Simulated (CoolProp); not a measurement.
Computed with CoolProp (reference Helmholtz-energy equation of state, Gao 2020).

Problem. For ammonia, give the phase and the cp (kJ/(kg K)), conductivity (mW/(m K)) at 190.45 °C and 0.0317 MPa; 21.35 °C and 1.17 MPa.

Solution. 
- 190.45 °C and 0.0317 MPa: gas; cp 2.39, conductivity 47.1
- 21.35 °C and 1.17 MPa: liquid; cp 4.75, conductivity 497

Thermal conductivity comes from a separate model (Tufeu 1984).
